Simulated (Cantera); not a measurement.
# NO annealing gas

An isothermal, constant-pressure homogeneous reactor starts with 76.3 % NO, 23.7 % N₂, at 1950 K and 0.987 atm.

Cantera simulation using GRI-Mech 3.0 (53 species, 325 reactions); the numbers are that mechanism's predictions, not measurements.

```tsv
t (s)	x NO	x NO₂	x O	x N₂	x O₂	x N₂O
7.00e-5	0.763	2.44e-5	9.77e-6	0.237	5.65e-7	3.08e-5
0.000305	0.763	0.000128	2.58e-5	0.237	1.36e-5	0.000111
0.00133	0.762	0.000314	5.21e-5	0.237	0.000354	0.000241
0.00577	0.757	0.000356	5.85e-5	0.239	0.00257	0.000263
0.0251	0.738	0.000448	7.35e-5	0.249	0.0122	0.000248
0.109	0.661	0.000653	0.000115	0.288	0.0507	0.000194
0.475	0.428	0.000724	0.000191	0.404	0.167	7.82e-5
2.07	0.118	0.000274	0.000259	0.559	0.322	6.00e-6
9.00	0.0150	3.77e-5	0.000278	0.611	0.374	4.57e-7
```
x: mole fraction; the columns are a selection and need not sum to one.

Equilibrium at this temperature and pressure: NO 0.00791, NO₂ 1.99e-5, O 0.000279, N₂ 0.614, O₂ 0.378, N₂O 3.94e-7 (gas phase only).
